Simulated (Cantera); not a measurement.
Feed: 1 mol SiH4, 0.15 mol HCl, 14 mol H2, 0.03 mol CH4, at 0.100 bar.

These are equilibrium values from Cantera (NASA tables, ideal gas, pure condensed phases), not measurements of a reactor. Candidate condensed phases: C, C6H6, C7H8, C8H18, Si, SiC; 109 gas species. Mutual solubility and eutectic melting of coexisting phases are not modelled. Gases not in the tables: Si2H6 and higher silanes. Kinetics and transport are ignored.

Problem. Which condensed phases are stable at each of these points (T (K)): 1975, 2025, 2075, 2125, 2175, 2225, 2275, 2325, 2375, 2425, 2475, 2525, 2575?

Solution. 
```tsv
T (K)	condensed phases	Si condensed (%)
1975	Si(l) + SiC(s)	98.8
2025	Si(l) + SiC(s)	98.2
2075	Si(l) + SiC(s)	97.2
2125	Si(l) + SiC(s)	95.6
2175	Si(l) + SiC(s)	93.0
2225	Si(l) + SiC(s)	88.9
2275	Si(l) + SiC(s)	82.5
2325	Si(l) + SiC(s)	72.6
2375	Si(l)	58.7
2425	Si(l)	40.1
2475	Si(l)	12.9
2525	gas only	0.0
2575	gas only	0.0
```

From 1975 K to 2325 K the condensed part is Si(l) + SiC(s). From 2375 K to 2475 K the condensed part is Si(l). From 2525 K to 2575 K nothing is condensed.
